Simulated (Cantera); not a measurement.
# Transport properties of process gases

Gas mixture: 100 % C2H4, at 9.00 Torr, frozen composition.

Cantera's kinetic-theory transport with the Lennard-Jones parameters of GRI-Mech 3.0, ideal gas; thermal conductivity in the multicomponent form. The composition is frozen, though it would react at the higher temperatures.

```tsv
T (K)	ρ (kg/m³)	cp (J/kg/K)	μ (µPa s)	λ (mW/m/K)	Pr	D (cm²/s) H	D (cm²/s) N2	D (cm²/s) CO2
400	0.0101	1877	13.3	33.5	0.748	130	23.0	17.1
600	0.00675	2529	19.1	64.4	0.750	271	47.2	36.2
800	0.00506	2991	24.1	96.0	0.750	448	77.6	60.7
1000	0.00405	3354	28.5	128	0.749	658	113	89.7
1200	0.00337	3625	32.5	158	0.748	896	154	123
1400	0.00289	3836	36.2	186	0.746	1160	200	160
```
D: mixture-averaged diffusion coefficient of that species in the mixture.
